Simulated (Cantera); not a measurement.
Mixture: H2 : O2 : N2 = 1 : 0.943 : 3.55 (molar parts), equivalence ratio 0.53, at 10.0 bar, adiabatic and at constant pressure. Ignition delay is the time to a rise of 400 K.

Detailed kinetics in Cantera: GRI-Mech 3.0 (53 species, 325 reactions). The hydrogen kinetics of GRI-Mech 3.0 are dated; newer H2 mechanisms differ, most at raised pressure.

### Question
Predict: delay at 1050 K; delay at 1150 K; delay at 1250 K; delay at 1350 K; delay at 1450 K; delay at 1550 K; delay at 1650 K; apparent activation energy between 1450 and 1650 K.

### Answer
```json
{
  "delay at 1050 K": "3.68 ms",
  "delay at 1150 K": "0.332 ms",
  "delay at 1250 K": "11.2 µs",
  "delay at 1350 K": "3.43 µs",
  "delay at 1450 K": "1.98 µs",
  "delay at 1550 K": "1.37 µs",
  "delay at 1650 K": "1.05 µs",
  "apparent activation energy between 1450 and 1650 K": "63 kJ/mol"
}
```
